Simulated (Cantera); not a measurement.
# Equilibrium for silicon epitaxy and polysilicon growth: SiH2Cl2 + Cl2 + H2

Charge: 1 mol SiH2Cl2, 0.004 mol Cl2, 190 mol H2, at 1025 K and 7.40 mbar.

These are equilibrium values from Cantera (NASA tables, ideal gas, pure condensed phases), not measurements of a reactor. Candidate condensed phases: Si; 19 gas species. The tables' values for SiCl3 are old estimates; treat these amounts as uncertain. Rates play no part.

```
Property       Result
----------  ---------
x(H2)           0.990
x(HCl)        0.00927
x(SiCl2)     0.000155
x(SiCl4)     0.000114
x(SiHCl3)    0.000105
x(SiCl3)      2.91e-5
x(SiH2Cl2)    1.07e-5
n(Si(s))    0.921 mol
gas amount  192.0 mol
```
